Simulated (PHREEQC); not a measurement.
Consider water at 25 °C with 0.42 mol H2SO4, 0.037 mol Na2SO4 and 0.0006 mol H4SiO4 per kg of water. Closed to the air; pH follows from the charge balance.

Model: Pitzer model, pitzer.dat, run in PHREEQC.

```json
[
 {"quantity": "pH", "before": "0.41", "after": "1.36"},
 {"quantity": "ionic strength (mol/kgw)", "before": "0.669", "after": "0.0795"},
 {"quantity": "HSO4- (mol/kgw)", "before": "0.351", "after": "0.0288"},
 {"quantity": "SO4-2 (mol/kgw)", "before": "0.106", "after": "0.0169"},
 {"quantity": "SI of Mirabilite (Na2SO4:10H2O)", "before": "-3.51", "after": "-5.48"},
 {"quantity": "SI of Thenardite (Na2SO4)", "before": "-4.38", "after": "-6.41"}
]
```

Which change was made?
A. H4SiO4 from 0.0006 to 0.00066 mol/kgw
B. H4SiO4 left out
C. temperature from 25 to 90 °C
D. Na2SO4 from 0.037 to 0.185 mol/kgw
E. diluted 10-fold with water

E, diluted 10-fold with water

This is a speciation only: nothing precipitates in the calculation.
